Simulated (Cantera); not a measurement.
A perfectly stirred reactor is fed with C₂H₄ : O₂ : N₂ : CO₂ = 1 : 7.32 : 27.5 : 2.2 (molar parts), at 100000 Pa; it is adiabatic with a 400 K inlet, and is followed from long to short residence time, starting on the burning branch (τ in s: 0.033, 0.017, 0.0086, 0.0044, 0.0023, 0.0012, 0.0006, 0.00031, 0.00016, 8e-05, 4.1e-05, 2.1e-05, 1.1e-05).

Detailed kinetics in Cantera: GRI-Mech 3.0 (53 species, 325 reactions). GRI-Mech 3.0 was tuned for natural gas; its chemistry of ethylene as a main component is partial and can be far from experiment.

**Question.** What does this change do: inlet temperature 400 to 675 K?

**Answer.** 
```
quantity                                                                      before                                 after
------------------------------------------------  ----------------------------------  ------------------------------------
blow-out, bracketed by the residence times tried  burning at 2.30 ms, out at 1.20 ms  burning at 0.310 ms, out at 0.160 ms
x(C₂H₄) at τ = 33.0 ms                                                       3.35e-5                               1.26e-5
x(O₂) at τ = 33.0 ms                                                           0.114                                 0.114
x(CO₂) at τ = 33.0 ms                                                          0.109                                 0.109
x(H₂O) at τ = 33.0 ms                                                         0.0522                                0.0520
x(CH₂O) at τ = 33.0 ms                                                       3.21e-6                               1.19e-6
x(C₂H₄) at τ = 0.600 ms                                                       0.0263                              0.000153
x(O₂) at τ = 0.600 ms                                                          0.193                                 0.118
x(CO₂) at τ = 0.600 ms                                                        0.0579                                0.0970
x(H₂O) at τ = 0.600 ms                                                        <1e-12                                0.0495
x(CH₂O) at τ = 0.600 ms                                                       <1e-12                               2.36e-5
```

**Question.** What does this change do: O2 7.32 to 5.5 parts?

**Answer.** 
```json
[
 {"quantity": "blow-out, bracketed by the residence times tried", "before": "burning at 2.30 ms, out at 1.20 ms", "after": "burning at 1.20 ms, out at 0.600 ms"},
 {"quantity": "x(C₂H₄) at τ = 33.0 ms", "before": "3.35e-5", "after": "2.70e-5"},
 {"quantity": "x(O₂) at τ = 33.0 ms", "before": "0.114", "after": "0.0697"},
 {"quantity": "x(CO₂) at τ = 33.0 ms", "before": "0.109", "after": "0.114"},
 {"quantity": "x(H₂O) at τ = 33.0 ms", "before": "0.0522", "after": "0.0547"},
 {"quantity": "x(CH₂O) at τ = 33.0 ms", "before": "3.21e-6", "after": "2.54e-6"},
 {"quantity": "x(C₂H₄) at τ = 0.600 ms", "before": "0.0263", "after": "0.0276"},
 {"quantity": "x(O₂) at τ = 0.600 ms", "before": "0.193", "after": "0.152"},
 {"quantity": "x(CO₂) at τ = 0.600 ms", "before": "0.0579", "after": "0.0608"},
 {"quantity": "x(H₂O) at τ = 0.600 ms", "before": "<1e-12", "after": "<1e-12"},
 {"quantity": "x(CH₂O) at τ = 0.600 ms", "before": "<1e-12", "after": "<1e-12"}
]
```
